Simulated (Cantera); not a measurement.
Feed: 1 mol FeS2, 1.4 mol H2S, 4.2 mol CO2, held at 700 K and 105 Torr.

Cantera equilibrium calculation (NASA polynomials, part measured and part estimated; ideal gas, pure solids and liquids). Candidate condensed phases: C, C6H6, C7H8, C8H18, Fe, Fe(CO)5, FeO, Fe(OH)2, Fe(OH)3, FeS, FeSO4, FeS2, Fe2O3, Fe2(SO4)3, Fe3O4, H2O, H2SO4, S; 127 gas species. Gases not in the tables: S3 to S7. The numbers say what is thermodynamically allowed, not how fast it happens.

Base state: CO2 0.723, H2S 0.222, H2O 0.0261, COS 0.0228, CO 0.00293, S2 0.00196, H2 0.000996, CS2 0.000172 (mole fractions); condensed: FeS2(s).

Problem. What changes in the equilibrium state with this change: pressure from 105 Torr to 750 Torr?

Solution. 
```tsv
species	before	after
CO2	0.723	0.724
H2S	0.222	0.224
H2O	0.0261	0.0254
CO	0.00293	0.00156
COS	0.0228	0.0235
H2	0.000996	0.000517
S2	0.00196	0.00103
CS2	0.000172	0.000183
FeS2(s), mol	1.00	1.00
```
